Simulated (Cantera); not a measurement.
A freely propagating, adiabatic, planar premixed flame of 9.14 % CH4, 0.777 % C2H6, 0.329 % C3H8, 18.8 % O2, 70.9 % N2, unburnt at 350 K and 27000 Pa; mixture-averaged transport, grid criteria slope 0.08 and curve 0.16, no radiation.

Detailed kinetics in Cantera: GRI-Mech 3.0 (53 species, 325 reactions). Burning velocities carry a grid error of a few per cent, more on coarse grids.

**Question.** Predict: laminar burning velocity; thermal thickness; peak x(O).

**Answer.** 
| Quantity | Value |
|---|---|
| laminar burning velocity | 63.0 cm/s |
| thermal thickness | 1.21 mm |
| peak x(O) | 0.00237 |
